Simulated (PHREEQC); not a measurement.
A solution holds 0.0014 mol Cu(BF4)2, 0.00053 mol H2SO4 and 0.0072 mol Na2SO4 per kg of water, at 25 °C. Closed to the air; pH follows from the charge balance.

Model: ion-association model, phreeqc.dat, run in PHREEQC.

```json
[
 {"quantity": "pH", "before": "2.93", "after": "3.10"},
 {"quantity": "SO4-2 (mol/kgw)", "before": "0.00658", "after": "0.00620"},
 {"quantity": "HF (mol/kgw)", "before": "0.00253", "after": "0.00433"},
 {"quantity": "F- (mol/kgw)", "before": "0.00168", "after": "0.00202"},
 {"quantity": "BF4- (mol/kgw)", "before": "0.00151", "after": "0.000934"}
]
```

Problem. What was changed between the two runs?
(A) 0.0005 mol/kgw KOH added
(B) H2SO4 from 0.00053 to 0.000795 mol/kgw
(C) Na2SO4 from 0.0072 to 0.00072 mol/kgw
(D) temperature from 25 to 65 °C
(E) diluted 2-fold with water

Solution. D, temperature from 25 to 65 °C

This is a speciation only: nothing precipitates in the calculation. At this temperature some constants are extrapolated from 25 °C, and those without enthalpy data are left unchanged. Real BF4- forms and hydrolyses slowly; the run takes it at equilibrium.
